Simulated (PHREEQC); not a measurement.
0.11 g of hydrous ferric oxide (600 m²/g; 0.2 weak and 0.005 strong sites per Fe, Dzombak-Morel constants, diffuse double layer) in 1 kg of water with 0.005 mol/kgw of an inert sodium salt and 0.00028 mol/kgw BaCl2, 3.4e-07 mol/kgw SrCl2 and 3.2e-06 mol/kgw NaF, at 25 °C; the pH is set by adding NaOH or the inert anion's acid. O2 is buffered at 0.21 atm. No CO2 enters from the air. Precipitation was switched off in this run.

Base run: PHREEQC, ion-association model, wateq4f.dat. Each further column changes one thing. The table gives F sorbed (%).

```
pH    base  no electrostatic term (-no_edl)  background salt from 0.005 to 0.0005 mol/kgw  oxide from 0.11 to 0.55 g/kgw
----  ----  -------------------------------  --------------------------------------------  -----------------------------
4     91.5                              0.5                                          95.5                           98.2
4.38  88.2                              0.6                                          93.2                           97.4
5.12  73.5                              0.6                                          80.9                           93.4
5.5   60.1                              0.6                                          67.9                           88.5
5.88  43.7                              0.6                                          50.2                           79.7
6.62  15.8                              0.6                                          18.0                           48.5
7      8.1                              0.7                                           9.0                           30.6
7.38   4.0                              0.7                                           4.4                           17.3
8.12   0.9                              0.8                                           0.9                            4.3
8.5    0.4                              0.6                                           0.4                            1.9
8.88   0.2                              0.5                                           0.2                            0.9
9.62   0.1                              0.2                                           0.1                            0.2
10     0.0                              0.1                                           0.0                            0.1
```
